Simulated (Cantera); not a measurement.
## Thermodynamics of chlorosilane synthesis and conversion, feed SiCl4 + Cl2 + H2 + HCl

Charge: 1 mol SiCl4, 3 mol Cl2, 15 mol H2, 0.85 mol HCl, at 1425 K.

These are equilibrium values from Cantera (NASA tables, ideal gas, pure condensed phases), not measurements of a reactor. Candidate condensed phases: Si; 19 gas species. The tables' values for SiCl3 are old estimates; treat these amounts as uncertain. Kinetics and transport are ignored.

| P (Pa) | log p H2 | log p HCl | log p SiCl4 | log p SiCl2 | log p SiCl3 | log p SiHCl3 |
|---|---|---|---|---|---|---|
| 10000 | -1.24 | -1.42 | -2.63 | -2.86 | -3.04 | -3.56 |
| 19000 | -0.96 | -1.15 | -2.27 | -2.75 | -2.81 | -3.18 |
| 36000 | -0.68 | -0.88 | -1.93 | -2.67 | -2.60 | -2.83 |
| 67000 | -0.40 | -0.62 | -1.62 | -2.62 | -2.41 | -2.51 |
| 130000 | -0.11 | -0.33 | -1.30 | -2.58 | -2.24 | -2.19 |
| 240000 | 0.15 | -0.07 | -1.02 | -2.55 | -2.08 | -1.90 |
| 450000 | 0.43 | 0.20 | -0.73 | -2.54 | -1.93 | -1.61 |
| 840000 | 0.70 | 0.47 | -0.45 | -2.52 | -1.78 | -1.33 |
| 1600000 | 0.98 | 0.75 | -0.16 | -2.52 | -1.64 | -1.04 |
| 3000000 | 1.25 | 1.02 | 0.11 | -2.51 | -1.50 | -0.76 |
log p: log10 of the partial pressure in bar; nothing condenses.

From 0.100 bar to 30.0 bar nothing is condensed. The main Si-bearing gas is SiCl4 throughout.
